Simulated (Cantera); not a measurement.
Cantera run, input and output.

```python
import numpy as np
import cantera as ct

gas = ct.Solution("gri30.yaml")
gas.TPX = 1700, 1000000, {'CH4': 1, 'H2': 0.1, 'O2': 0.854, 'N2': 3.21, 'H2O': 0.49}
reactor = ct.IdealGasReactor(gas, energy="on", clone=False)
net = ct.ReactorNet([reactor])
net.rtol, net.atol = 1e-08, 1e-16
show = ['CH4', 'H2', 'O2', 'C2H6', 'C2H2', 'CO', 'CO2']
times = np.geomspace(5e-06, 0.4, 15)

steps = ct.SolutionArray(gas, extra=["t"])
rows = []
print(f"{'t/s':>10s}{'T/K':>9s}{'P/Pa':>11s}" + "".join(f"{s:>11s}" for s in show))
for t in times:
    while net.time < t:
        t_next = net.step()
        steps.append(gas.state, t=t_next)
    rows.append([np.interp(t, steps.t, y) for y in (steps.T, steps.P, *steps(*show).X.T)])
    print(f"{t:10.3e}{rows[-1][0]:9.1f}{rows[-1][1]:11.4g}" + "".join(f"{x:11.3e}" for x in rows[-1][2:]))
rate = np.gradient(steps.T, steps.t)
print("integrator steps:", len(steps.t))
if steps.T.max() > steps.T[0] + 200:
    print(f"time of steepest temperature rise: {steps.t[rate.argmax()]:.4e} s")
gas.TPX = 1700, 1000000, {'CH4': 1, 'H2': 0.1, 'O2': 0.854, 'N2': 3.21, 'H2O': 0.49}
gas.equilibrate("UV")
print(f"equilibrium (UV): T = {gas.T:.1f} K  " + "  ".join(f"{s} {gas[s].X[0]:.3e}" for s in show))
```

Output:

```
       t/s      T/K       P/Pa        CH4         H2         O2       C2H6       C2H2         CO        CO2
 5.000e-06   1700.0      1e+06  1.761e-01  1.775e-02  1.507e-01  6.668e-05  1.459e-08  9.403e-06  7.602e-07
 1.120e-05   1706.7  1.004e+06  1.738e-01  1.802e-02  1.496e-01  5.702e-04  6.726e-07  1.738e-04  7.658e-06
 2.508e-05   1754.9  1.035e+06  1.608e-01  2.165e-02  1.421e-01  2.539e-03  3.714e-05  2.937e-03  8.775e-05
 5.619e-05   2713.0  1.925e+06  1.424e-04  2.150e-01  6.419e-06  2.934e-09  1.824e-04  1.314e-01  1.452e-02
 1.258e-04   2710.6  1.925e+06  4.646e-09  2.161e-01  6.664e-06  4.337e-18  1.320e-11  1.320e-01  1.445e-02
 2.819e-04   2711.3  1.926e+06  4.523e-09  2.160e-01  6.714e-06  4.119e-18  1.262e-11  1.320e-01  1.446e-02
 6.314e-04   2711.8  1.926e+06  4.480e-09  2.160e-01  6.741e-06  4.049e-18  1.250e-11  1.320e-01  1.446e-02
 1.414e-03   2711.8  1.926e+06  4.472e-09  2.160e-01  6.747e-06  4.036e-18  1.247e-11  1.320e-01  1.446e-02
 3.168e-03   2711.8  1.926e+06  4.472e-09  2.160e-01  6.747e-06  4.036e-18  1.247e-11  1.320e-01  1.446e-02
 7.095e-03   2711.8  1.926e+06  4.472e-09  2.160e-01  6.747e-06  4.036e-18  1.247e-11  1.320e-01  1.446e-02
 1.589e-02   2711.8  1.926e+06  4.472e-09  2.160e-01  6.747e-06  4.036e-18  1.247e-11  1.320e-01  1.446e-02
 3.560e-02   2711.8  1.926e+06  4.472e-09  2.160e-01  6.747e-06  4.036e-18  1.247e-11  1.320e-01  1.446e-02
 7.973e-02   2711.8  1.926e+06  4.472e-09  2.160e-01  6.747e-06  4.036e-18  1.247e-11  1.320e-01  1.446e-02
 1.786e-01   2711.8  1.926e+06  4.472e-09  2.160e-01  6.747e-06  4.036e-18  1.247e-11  1.320e-01  1.446e-02
 4.000e-01   2711.8  1.926e+06  4.472e-09  2.160e-01  6.747e-06  4.036e-18  1.247e-11  1.320e-01  1.446e-02
integrator steps: 1834
time of steepest temperature rise: 3.8080e-05 s
equilibrium (UV): T = 2711.8 K  CH4 5.024e-09  H2 2.160e-01  O2 6.747e-06  C2H6 4.945e-18  C2H2 1.387e-11  CO 1.320e-01  CO2 1.446e-02
```

Cantera simulation using GRI-Mech 3.0 (53 species, 325 reactions); the numbers are that mechanism's predictions, not measurements.
